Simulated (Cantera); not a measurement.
Input: 1 mol BN, a varied amount of HCl, held at 1000 Pa.

Method: chemical equilibrium by Gibbs-energy minimisation in Cantera with the NASA 1993 tables (ideal gas, pure condensed phases). Candidate condensed phases: B, BN, NH₄Cl; 21 gas species. The tables' values for BCl₂ are old estimates. Rates play no part.

Stable condensed phases, one row left out:

```
T in K \ n(HCl) in mol
         2.8 3.7 4.8 6.4 8.4  11  15  19  26  34  45  59  78
   2100    A   A   A   A   A   A   A   A   A   A   A   A   A
   2025    B   B   A   A   A   A   A   A   A   A   A   A   A
   1950    B   B   B   A   A   A   A   A   A   A   A   A   A
   1800    B   B   B   B   B   B   A   A   A   A   A   A   A
   1725    B   B   B   B   B   B   A   A   A   A   A   A   A
   1650    B   B   B   B   B   B   B   A   A   A   A   A   A
   1575    B   B   B   B   B   B   B   A   A   A   A   A   A
   1500    B   B   B   B   B   B   B   B   A   A   A   A   A
   1425    B   B   B   B   B   B   B   B   A   A   A   A   A
   1350    B   B   B   B   B   B   B   B   B   A   A   A   A
   1275    B   B   B   B   B   B   B   B   B   B   A   A   A
   1200    B   B   B   B   B   B   B   B   B   B   A   A   A
   1125    B   B   B   B   B   B   B   B   B   B   B   A   A
```

A: gas only; B: BN.

### Question
Give the row for 1875 K.

### Answer
2.8: BN; 3.7: BN; 4.8: BN; 6.4: BN; 8.4: BN; 11: gas only; 15: gas only; 19: gas only; 26: gas only; 34: gas only; 45: gas only; 59: gas only; 78: gas only.
